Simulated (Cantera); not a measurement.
Charge: 1 mol SiH2Cl2, 0.27 mol C2H4, 480 mol H2, 0.12 mol CH4, at 0.00133 bar.

These are equilibrium values from Cantera (NASA tables, ideal gas, pure condensed phases), not measurements of a reactor. Candidate condensed phases: C, C6H6, C7H8, C8H18, Si, SiC; 109 gas species. Mutual solubility and eutectic melting of coexisting phases are not modelled. Equilibrium is a limit: real reactors are often held back by kinetics, nucleation or transport.

Task: At 1048 K, list the 3 most abundant gas species with their mole fractions, and the condensed phases.

Result: H2 0.996, HCl 0.00407, SiCl2 3.10e-5. Condensed: Si(s) + SiC(s).
